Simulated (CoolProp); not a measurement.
A single-stage vapour-compression cycle with the fluid: evaporating at 327.15 K (dew point), condensing at 392.15 K (bubble point), superheat 2 K, subcooling 0 K, compressor efficiency 0.75, no pressure losses. The same conditions are run with several fluids, on thermodynamics alone (safety and materials aside).

Computed with CoolProp (reference Helmholtz-energy equation of state of each fluid (benzene: Thol 2012; propyne: Polt 1992; isohexane: Lemmon 2006; R245ca: Zhou 2016; vinyl chloride: Thol 2022; R141b: Lemmon 2006)). The equations of Platzer and Polt are older, rougher fits.

Problem. Rank benzene, propyne, isohexane, R245ca, vinyl chloride, R141b by cooling COP, highest first.

Solution. benzene (3.04), R141b (2.75), vinyl chloride (2.55), isohexane (2.40), R245ca (2.29), propyne (1.98)

```
fluid           pressure ratio  discharge temperature (K)  refrigerating effect (kJ/kg)  volumetric capacity (kJ/m³)
--------------  --------------  -------------------------  ----------------------------  ---------------------------
benzene                   6.96                      406.3                           290                          354
propyne                   3.77                      417.8                           197                         4410
isohexane                 5.80                      392.1                           165                          448
R245ca                    5.15                      392.1                          90.5                         1310
vinyl chloride            3.77                      425.2                           179                         4050
R141b                     4.90                      398.8                           131                         1230
```

The compression ends wet for: isohexane; R245ca.
